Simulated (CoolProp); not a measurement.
Computed with CoolProp (reference Helmholtz-energy equation of state, Schmidt 1985).

Question: For oxygen, give the phase and the cv (kJ/(kg K)), viscosity (µPa s) at -130.55 °C and 101 kPa; -122.75 °C and 101 kPa.

Answer: 
- -130.55 °C and 101 kPa: gas; cv 0.653, viscosity 10.9
- -122.75 °C and 101 kPa: gas; cv 0.652, viscosity 11.4

Viscosity comes from a separate model (Lemmon 2004).
